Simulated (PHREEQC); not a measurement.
Make-up at 25 °C: 0.0032 mol NH4HF2, 0.041 mol (NH4)2SiF6, 0.01 mol H3PO4 and 0.0073 mol H2SO4 per kg of water. Closed to the air; pH follows from the charge balance.

Computed with PHREEQC (ion-association model, phreeqc.dat).

```
quantity                    before     after
------------------------  --------  --------
pH                            1.94      1.50
ionic strength (mol/kgw)     0.143     0.168
HF (mol/kgw)               0.00660   0.00793
H3PO4 (mol/kgw)            0.00557   0.00774
H2PO4- (mol/kgw)           0.00443   0.00226
F- (mol/kgw)              0.000539  0.000239
```

### Question
What was changed between the two runs?
(A) 0.03 mol/kgw HCl added
(B) H2SO4 from 0.0073 to 0.0109 mol/kgw
(C) (NH4)2SiF6 from 0.041 to 0.0451 mol/kgw
(D) (NH4)2SiF6 left out
(E) H2SO4 left out

### Answer
A, 0.03 mol/kgw HCl added

This is a speciation only: nothing precipitates in the calculation. Some of these states are supersaturated (in Quartz (slow to form), for instance). SiF6-2 is the database's only silicon fluoride.
